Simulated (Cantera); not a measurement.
Input (Python, Cantera) and output of one run.

```python
import numpy as np
import cantera as ct

gas_names = [...]  # 110 gases of nasa_gas.yaml made of C, H, O
cond_names = """
    C(gr) C6H6(L) C7H8(L) C8H18(L),n-octa H2O(s) H2O(L)
""".split()


# ... load() reads the species with a 1 bar reference pressure and builds the phases ...
atoms = {
    'C6H6': {'C': 6, 'H': 6},
    'O2': {'O': 2},
}
top_T = {'C(gr)': 4500}  # K; cautious upper limits of use, not melting points


# ... equilibrate(T, P, feed) seeds the gas with the atoms and calls Mixture.equilibrate('TP', solver="vcs", rtol=1e-11, max_steps=5000) ...
results = []
feed = {'C6H6': 1, 'O2': 0.86}  # mol
T = 2798.15  # K
for P in [10, 56, 320, 1800, 10000, 56000, 320000, 1800000, 10000000]:
    mix = equilibrate(T, P, feed)
    results.append((T, P, feed, dict(zip(mix.species_names, mix.species_moles))))

top = {s: max(r[3][s] / sum(r[3][g] for g in gas_names) for r in results) for s in gas_names}
cols = sorted((s for s in top if top[s] > 0.001), key=lambda s: -top[s])[:6]
seen = [c for c in cond_names if any(r[3].get(c, 0) > 1e-12 for r in results)]
print("log10 of partial pressures in bar; condensed amounts in mol")
print(f"{'P/Pa':>10s}" + "".join(f"{s[:9]:>10s}" for s in cols + seen))
for T, P, feed, n in results:
    ng = sum(n[g] for g in gas_names)
    print(f"{P:10.4g}" + "".join(f"{np.log10(max(n[s] / ng * P / 1e5, 1e-99)):10.3f}" for s in cols)
          + "".join(f"{n.get(c, 0):10.4g}" for c in seen))
```

Result:

```
log10 of partial pressures in bar; condensed amounts in mol
      P/Pa         H        H2        CO        C3         C C2H2,acet     C(gr)
        10    -4.205    -6.231    -4.739    -4.912    -5.324    -7.978         0
        56    -3.426    -4.672    -3.919    -4.511    -5.190    -6.151     2.692
       320    -2.741    -3.302    -3.087    -4.511    -5.190    -4.781     3.952
      1800    -2.200    -2.220    -2.268    -4.511    -5.190    -3.699     4.098
     1e+04    -1.752    -1.324    -1.479    -4.511    -5.190    -2.804     4.099
   5.6e+04    -1.345    -0.511    -0.708    -4.511    -5.190    -1.990      4.09
   3.2e+05    -0.953     0.274     0.059    -4.511    -5.190    -1.206     4.085
   1.8e+06    -0.573     1.035     0.814    -4.511    -5.190    -0.445     4.079
     1e+07    -0.200     1.781     1.562    -4.511    -5.190     0.301     4.062
```

Method: chemical equilibrium by Gibbs-energy minimisation in Cantera with the NASA 1993 tables (ideal gas, pure condensed phases). The ideal-gas law is rough above about 30 bar.
